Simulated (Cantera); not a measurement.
A closed system holds: 1 mol Si2Cl6, 0.26 mol N2, 10 mol H2, held at 0.100 bar.

Cantera equilibrium calculation (NASA polynomials, part measured and part estimated; ideal gas, pure solids and liquids). Candidate condensed phases: NH4Cl, Si, Si3N4; 28 gas species. The feed counts by its element totals alone. N2 is the only nitrogen source here; it is nearly inert below about 1500 K, so the nitride shown seldom forms there in practice. Mutual solubility and eutectic melting of coexisting phases are not modelled. The tables' values for SiCl3 are old estimates; treat these amounts as uncertain. The numbers say what is thermodynamically allowed, not how fast it happens.

log p: log10 of the partial pressure in bar; n: condensed amount in mol.

```
T (K)  log p H2  log p SiCl4  log p HCl  log p SiHCl3  log p SiCl2  log p SiCl3  n Si(s)  n Si3N4(s)
-----  --------  -----------  ---------  ------------  -----------  -----------  -------  ----------
925       -1.07        -1.98      -3.00         -2.50        -4.77        -4.17        …       0.130
950       -1.07        -1.99      -2.89         -2.50        -4.53        -4.02        …       0.130
975       -1.07        -1.99      -2.80         -2.51        -4.31        -3.88        …       0.130
1000      -1.07        -2.00      -2.70         -2.52        -4.10        -3.74        …       0.130
1025      -1.07        -2.00      -2.62         -2.53        -3.91        -3.61        …       0.130
1050      -1.08        -2.01      -2.53         -2.54        -3.72        -3.49        …       0.130
1075      -1.08        -2.02      -2.46         -2.55        -3.54        -3.38        …       0.130
1100      -1.08        -2.03      -2.38         -2.57        -3.38        -3.28        …       0.130
1125      -1.08        -2.05      -2.31         -2.58        -3.22        -3.18    0.115       0.130
1150      -1.09        -2.07      -2.25         -2.60        -3.07        -3.09    0.122       0.130
1175      -1.09        -2.09      -2.19         -2.62        -2.93        -3.01    0.126       0.130
1200      -1.10        -2.12      -2.14         -2.65        -2.80        -2.93    0.127       0.130
1225      -1.10        -2.16      -2.08         -2.68        -2.68        -2.87    0.123       0.130
```

Task: What belongs in the gaps?

Result: 
- 925, n Si(s): 0.0391
- 950, n Si(s): 0.0467
- 975, n Si(s): 0.0551
- 1000, n Si(s): 0.0645
- 1025, n Si(s): 0.0746
- 1050, n Si(s): 0.0850
- 1075, n Si(s): 0.0956
- 1100, n Si(s): 0.106
